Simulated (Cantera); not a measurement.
Input: 1 mol Cu₂O, 1.9 mol CH₄, 0.14 mol N₂, at 75.0 Torr.

These are equilibrium values from Cantera (NASA tables, ideal gas, pure condensed phases), not measurements of a reactor. Candidate condensed phases: C, C₆H₆, C₇H₈, C₈H₁₈, Cu, CuO, Cu(OH)₂, Cu₂O, H₂O; 139 gas species. The numbers say what is thermodynamically allowed, not how fast it happens.

log p: log10 of the partial pressure in bar; n: condensed amount in mol.

| T (K) | log p H₂ | log p CO | log p Cu | log p H₂O | log p CH₄ | log p CO₂ | log p N₂ | log p H | n C(graphite) | n Cu(s) | n Cu(l) |
|---|---|---|---|---|---|---|---|---|---|---|---|
| 800 | -1.16 | -2.20 | <-13 | -1.99 | -2.19 | -2.41 | -2.47 | -12.12 | 1.21 | 2.00 | 0 |
| 950 | -1.12 | -1.74 | -11.72 | -2.89 | -3.02 | -3.25 | -2.54 | -9.81 | 0.943 | 2.00 | 0 |
| 1100 | -1.12 | -1.70 | ? | ? | ? | ? | -2.55 | ? | 0.898 | 2.00 | 0 |
| 1250 | -1.11 | -1.69 | -7.33 | -4.63 | -4.19 | -5.40 | -2.55 | -6.87 | 0.898 | 2.00 | 0 |
| 1400 | -1.11 | -1.69 | -5.87 | -5.24 | -4.59 | -6.15 | -2.55 | -5.87 | 0.899 | 0 | 2.00 |
| 1550 | -1.11 | -1.69 | -4.73 | -5.72 | -4.92 | -6.75 | -2.55 | -5.06 | 0.898 | 0 | 2.00 |
| 1700 | -1.12 | -1.69 | ? | ? | ? | ? | -2.55 | ? | 0.896 | 0 | 1.99 |
| 1850 | -1.12 | -1.70 | -3.02 | -6.47 | -5.42 | -7.65 | -2.56 | -3.83 | 0.892 | 0 | 1.95 |
| 2000 | -1.14 | -1.71 | -2.37 | -6.78 | -5.65 | -8.02 | -2.59 | -3.36 | 0.883 | 0 | 1.78 |
| 2150 | -1.20 | -1.77 | -1.80 | -7.14 | -5.93 | -8.42 | -2.66 | -2.97 | 0.866 | 0 | 1.06 |

### Question
Complete the blanks.

### Answer

- 1100, log p Cu: -9.23
- 1100, log p H₂O: -3.86
- 1100, log p CH₄: -3.68
- 1100, log p CO₂: -4.45
- 1100, log p H: -8.15
- 1700, log p Cu: -3.80
- 1700, log p H₂O: -6.13
- 1700, log p CH₄: -5.19
- 1700, log p CO₂: -7.24
- 1700, log p H: -4.39
